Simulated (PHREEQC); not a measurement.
A column of 1 m (40 cells, dispersivity 0.08 m, 60 s a shift, diffusion coefficient 3e-10 m²/s) holds 0.0023 eq of the database's cation exchanger X per kg of pore water, first in equilibrium with 0.014 mol/kgw KCl, 0.0035 mol/kgw ZnCl2 and 1e-05 mol/kgw HCl. It is flushed with 0.00084 mol/kgw KCl, 0.0011 mol/kgw CdCl2 and 1e-05 mol/kgw HCl, at 15 °C. Values are for the last cell. CO2 from the air is kept out. No solid was allowed to form.

Base run: PHREEQC, ion-association model, phreeqc.dat. Each further column changes one thing. The table gives Cd in solution (mol/kgw).

```json
[
 {"pore volumes": "0", "base": "0", "exchange capacity from 0.0023 to 0.0011 eq/kgw": "0", "dispersivity from 0.08 to 0.16 m": "0"},
 {"pore volumes": "0.6375", "base": "7.36e-5", "exchange capacity from 0.0023 to 0.0011 eq/kgw": "0.000115", "dispersivity from 0.08 to 0.16 m": "0.000160"},
 {"pore volumes": "1.387", "base": "0.000325", "exchange capacity from 0.0023 to 0.0011 eq/kgw": "0.000574", "dispersivity from 0.08 to 0.16 m": "0.000446"},
 {"pore volumes": "2.013", "base": "0.000588", "exchange capacity from 0.0023 to 0.0011 eq/kgw": "0.000847", "dispersivity from 0.08 to 0.16 m": "0.000617"},
 {"pore volumes": "2.638", "base": "0.000848", "exchange capacity from 0.0023 to 0.0011 eq/kgw": "0.00101", "dispersivity from 0.08 to 0.16 m": "0.000796"},
 {"pore volumes": "3.388", "base": "0.00101", "exchange capacity from 0.0023 to 0.0011 eq/kgw": "0.00108", "dispersivity from 0.08 to 0.16 m": "0.000946"},
 {"pore volumes": "4.013", "base": "0.00106", "exchange capacity from 0.0023 to 0.0011 eq/kgw": "0.00109", "dispersivity from 0.08 to 0.16 m": "0.00102"}
]
```
